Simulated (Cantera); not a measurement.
An isothermal, constant-pressure homogeneous reactor starts with NH3 : H2 = 1 : 3.6 (molar parts), at 1850 K and 12.8 Torr. Integrator tolerance rtol = 1e-08.

Model: the gas-phase N/H chemistry of the illustrative SiF4/NH3 mechanism in the Surface Chemkin manual (1991), integrated in Cantera. Walls and surfaces, which speed up NH3 decomposition in real reactors, are not modelled.

Task: What does this change do: pressure from 12.8 Torr to 488 Torr?

Result: 
```json
[
 {"quantity": "x(NH3) at 20.0 s", "before": "0.0216 (gas-phase equilibrium 1.15e-7)", "after": "0.000748 (gas-phase equilibrium 4.42e-6)"},
 {"quantity": "x(H2) at 20.0 s", "before": "0.897 (gas-phase equilibrium 0.907)", "after": "0.910 (gas-phase equilibrium 0.910)"},
 {"quantity": "x(N2) at 20.0 s", "before": "0.0803 (gas-phase equilibrium 0.0891)", "after": "0.0889 (gas-phase equilibrium 0.0893)"},
 {"quantity": "x(N) at 20.0 s", "before": "3.74e-7 (gas-phase equilibrium 1.98e-10)", "after": "5.41e-9 (gas-phase equilibrium 3.21e-11)"},
 {"quantity": "x(N2H2) at 20.0 s", "before": "5.10e-8 (gas-phase equilibrium <1e-12)", "after": "2.86e-11 (gas-phase equilibrium <1e-12)"},
 {"quantity": "x(H) at 20.0 s", "before": "0.000849 (gas-phase equilibrium 0.00396)", "after": "0.000641 (gas-phase equilibrium 0.000642)"}
]
```

Task: What does this change do: pressure from 12.8 Torr to 29.3 Torr?

Result: 
| quantity | before | after |
|---|---|---|
| x(NH3) at 20.0 s | 0.0216 (gas-phase equilibrium 1.15e-7) | 0.00388 (gas-phase equilibrium 2.64e-7) |
| x(H2) at 20.0 s | 0.897 (gas-phase equilibrium 0.907) | 0.907 (gas-phase equilibrium 0.908) |
| x(N2) at 20.0 s | 0.0803 (gas-phase equilibrium 0.0891) | 0.0876 (gas-phase equilibrium 0.0892) |
| x(N) at 20.0 s | 3.74e-7 (gas-phase equilibrium 1.98e-10) | 3.30e-7 (gas-phase equilibrium 1.31e-10) |
| x(N2H2) at 20.0 s | 5.10e-8 (gas-phase equilibrium <1e-12) | 6.32e-9 (gas-phase equilibrium <1e-12) |
| x(H) at 20.0 s | 0.000849 (gas-phase equilibrium 0.00396) | 0.00145 (gas-phase equilibrium 0.00262) |
